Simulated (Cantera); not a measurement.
Input: 1 mol Cu₂O, 3.9 mol CH₄, 11 mol N₂, held at 0.0133 bar.

Cantera equilibrium calculation (NASA polynomials, part measured and part estimated; ideal gas, pure solids and liquids). Candidate condensed phases: C, C₆H₆, C₇H₈, C₈H₁₈, Cu, CuO, Cu(OH)₂, Cu₂O, H₂O; 139 gas species. Rates play no part.

What share of the Cu ends up in condensed phases as a function of T (K), at 1398, 1448, 1498, 1548, 1598, 1648, 1698, 1748, 1798, 1848, 1898?


```tsv
T (K)	Cu condensed (%)	as
1398	99.9	Cu(l)
1448	99.8	Cu(l)
1498	99.4	Cu(l)
1548	98.7	Cu(l)
1598	97.1	Cu(l)
1648	94.1	Cu(l)
1698	88.3	Cu(l)
1748	77.8	Cu(l)
1798	58.9	Cu(l)
1848	25.4	Cu(l)
1898	0.0	-
```
